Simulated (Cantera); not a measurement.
# Silicon nitride deposition: SiHCl3 + N2 + H2

Feed: 1 mol SiHCl3, 53 mol N2, 3 mol H2, at 1800 °C and 67.5 Torr.

Cantera equilibrium calculation (NASA polynomials, part measured and part estimated; ideal gas, pure solids and liquids). Candidate condensed phases: NH4Cl, Si, Si3N4; 28 gas species. The tables' values for SiCl, SiCl3, SiN are old estimates; treat these amounts as uncertain. The numbers say what is thermodynamically allowed, not how fast it happens.

```json
{
  "x(N2)": "0.911",
  "x(H2)": "0.0494",
  "x(HCl)": "0.0196",
  "x(SiCl2)": "0.0153",
  "x(H)": "0.00195",
  "x(Si)": "0.000988",
  "x(Cl)": "0.000572",
  "x(SiCl)": "0.000554",
  "x(SiCl3)": "7.27e-5",
  "gas_amount": "58.15 mol",
  "log10 activity of Si(l) (absent)": "-0.05"
}
```
